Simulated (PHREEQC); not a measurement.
Model water analysis in mg/L, 10 °C, pH 7.18, pe 8.5:

```
constituent                mg/L
-----------------------  ------
Na                         19.5
K                          7.39
Ca                         47.1
Mg                         19.8
Cl                         93.7
S(6) as SO4                  43
Alkalinity as HCO3          101
Li                        0.951
O(0) (dissolved oxygen)    1.84
Sr                       0.0748
```

Valence states are taken as typed.

Computed with PHREEQC (ion-association model, wateq4f.dat).

Precipitation was switched off in this run.

Estimate the charge-balance error.

charge-balance error -0.4 %.

In which forms is Sr present?

Sr+2 96 %, SrSO4 3.0 %, SrHCO3+ 1.0 % of the Sr.

At this temperature some constants are extrapolated from 25 °C, and those without enthalpy data are left unchanged.
